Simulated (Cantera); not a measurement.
What does this Cantera script print?

```python
import numpy as np
import cantera as ct

gas = ct.Solution("gri30.yaml")
gas.TPX = 1023, 750, {'H2': 0.014, 'O2': 1}
reactor = ct.IdealGasConstPressureReactor(gas, energy="off", clone=False)
net = ct.ReactorNet([reactor])
net.rtol, net.atol = 1e-08, 1e-18
show = ['H2', 'O2', 'HO2', 'OH', 'H2O2', 'O', 'H']
times = np.geomspace(8e-05, 8, 12)

steps = ct.SolutionArray(gas, extra=["t"])
rows = []
print(f"{'t/s':>10s}{'T/K':>9s}{'P/Pa':>11s}" + "".join(f"{s:>11s}" for s in show))
for t in times:
    while net.time < t:
        t_next = net.step()
        steps.append(gas.state, t=t_next)
    rows.append([np.interp(t, steps.t, y) for y in (steps.T, steps.P, *steps(*show).X.T)])
    print(f"{t:10.3e}{rows[-1][0]:9.1f}{rows[-1][1]:11.4g}" + "".join(f"{x:11.3e}" for x in rows[-1][2:]))
rate = np.gradient(steps.T, steps.t)
print("integrator steps:", len(steps.t))
if steps.T.max() > steps.T[0] + 200:
    print(f"time of steepest temperature rise: {steps.t[rate.argmax()]:.4e} s")
gas.TPX = 1023, 750, {'H2': 0.014, 'O2': 1}
gas.equilibrate("TP")
print(f"equilibrium (TP): T = {gas.T:.1f} K  " + "  ".join(f"{s} {gas[s].X[0]:.3e}" for s in show))
```

Output:

```
       t/s      T/K       P/Pa         H2         O2        HO2         OH       H2O2          O          H
 8.000e-05   1023.0        750  1.381e-02  9.862e-01  1.101e-11  1.887e-12  4.620e-17  1.946e-12  9.129e-12
 2.278e-04   1023.0        750  1.381e-02  9.862e-01  3.140e-11  1.180e-11  3.751e-16  1.288e-11  2.005e-11
 6.489e-04   1023.0        750  1.381e-02  9.862e-01  8.966e-11  5.814e-11  3.046e-15  7.349e-11  4.102e-11
 1.848e-03   1023.0        750  1.381e-02  9.862e-01  2.573e-10  2.969e-10  2.481e-14  4.748e-10  1.317e-10
 5.263e-03   1023.0        750  1.381e-02  9.862e-01  7.971e-10  5.093e-09  2.080e-13  9.276e-09  1.970e-09
 1.499e-02   1023.0        750  1.378e-02  9.862e-01  1.259e-07  8.582e-06  2.369e-11  1.580e-05  3.309e-06
 4.269e-02   1023.0        750  1.770e-04  9.763e-01  1.663e-06  6.881e-04  2.324e-08  8.912e-03  1.309e-03
 1.216e-01   1023.0        750  5.582e-05  9.797e-01  1.219e-06  4.301e-04  1.441e-08  5.949e-03  5.410e-04
 3.463e-01   1023.0        750  2.169e-05  9.836e-01  8.227e-07  2.673e-04  1.416e-08  2.325e-03  1.309e-04
 9.863e-01   1023.0        750  4.739e-06  9.855e-01  3.917e-07  1.260e-04  1.232e-08  5.199e-04  1.377e-05
 2.809e+00   1023.0        750  7.366e-07  9.860e-01  1.312e-07  5.075e-05  8.231e-09  8.393e-05  8.948e-07
 8.000e+00   1023.0        750  1.108e-07  9.861e-01  3.405e-08  2.011e-05  3.861e-09  1.308e-05  5.525e-08
integrator steps: 1373
equilibrium (TP): T = 1023.0 K  H2 2.780e-11  O2 9.861e-01  HO2 4.670e-10  OH 3.338e-07  H2O2 4.490e-12  O 3.594e-09  H 2.537e-13
```

Detailed kinetics in Cantera: GRI-Mech 3.0 (53 species, 325 reactions). Radical loss at walls, strong at low pressure, is not modelled.
